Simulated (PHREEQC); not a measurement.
Consider water at 25 °C with 0.00037 mol/kgw Ag2SO4 and 0.00036 mol/kgw NaNO3. It is in equilibrium with CO2 at log p = -3.5 (atm). Otherwise closed; pH follows from the charge balance.

Computed with PHREEQC (ion-association model, wateq4f.dat).

Precipitation was switched off in this run.

Q: Predict the pH.

A: pH 5.67.

Q: In which forms is C present?

A: CO2 82 %, HCO3- 18 % of the C.
